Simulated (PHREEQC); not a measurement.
A column of 0.5 m (30 cells, dispersivity 0.025 m, 300 s a shift, diffusion coefficient 3e-10 m²/s) holds 0.0034 eq of the database's cation exchanger X per kg of pore water, first in equilibrium with 0.0007 mol MgSO4, 0.013 mol CdCl2, 0.00099 mol LiCl and 1e-05 mol HCl per kg of water. It is flushed with 0.0059 mol KCl and 1e-05 mol HCl per kg of water, at 15 °C. Values are for the last cell. CO2 from the air is kept out. Precipitation was switched off in this run.

Equilibrium calculation in PHREEQC: ion-association model, phreeqc.dat.

```
pore volumes  K in solution (mol/kgw)  S in solution (mol/kgw)  Li in solution (mol/kgw)  Mg in solution (mol/kgw)  Cd in solution (mol/kgw)  KX on the exchanger (mol/kgw)
------------  -----------------------  -----------------------  ------------------------  ------------------------  ------------------------  -----------------------------
0                                   0                 0.000700                  0.000990                  0.000700                    0.0130                              0
0.2833                        1.09e-8                 0.000700                  0.000990                  0.000700                    0.0130                       9.63e-10
0.55                         0.000109                 0.000675                  0.000956                  0.000681                    0.0126                        9.67e-6
0.8167                        0.00115                 0.000482                  0.000694                  0.000520                   0.00926                       0.000113
1.217                         0.00325                 0.000152                  0.000227                  0.000206                   0.00344                       0.000453
1.483                         0.00399                  5.41e-5                   8.49e-5                  0.000102                   0.00168                       0.000733
1.75                          0.00444                  1.73e-5                   2.89e-5                   5.60e-5                  0.000937                        0.00102
2.017                         0.00477                  5.15e-6                   9.33e-6                   3.52e-5                  0.000610                        0.00127
2.283                         0.00501                  1.47e-6                   2.91e-6                   2.45e-5                  0.000441                        0.00149
2.55                          0.00520                  4.07e-7                   8.90e-7                   1.82e-5                  0.000339                        0.00168
2.817                         0.00533                  1.11e-7                   2.68e-7                   1.40e-5                  0.000272                        0.00183
3.217                         0.00547                  1.53e-8                   4.37e-8                   1.01e-5                  0.000205                        0.00203
3.483                         0.00554                  4.03e-9                   1.30e-8                   8.25e-6                  0.000174                        0.00214
3.75                          0.00559                  1.06e-9                   3.83e-9                   6.87e-6                  0.000150                        0.00224
4.017                         0.00563                 2.77e-10                   1.13e-9                   5.78e-6                  0.000130                        0.00232
```
